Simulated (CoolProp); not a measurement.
Vapour-liquid equilibrium of R1234yf (1) + isobutane (2) at 337 K; x and y are mole fractions of (1).

Computed with CoolProp (multi-fluid Helmholtz-energy mixture model, Lemmon 2022 and Bücker 2006; pair parameters Bell 2016).

Task: Give the bubble pressure and the first vapour's composition at x = 0.125, 0.2, 0.575. Is there an azeotrope?

Result: x = 0.125: 1.220 MPa, y = 0.264; x = 0.2: 1.339 MPa, y = 0.358; x = 0.575: 1.690 MPa, y = 0.648. y crosses x between x = 0.875 and 0.95: the model has an azeotrope there.

Pair parameters are fitted to limited data, so mixtures are less certain than the pure fluids.
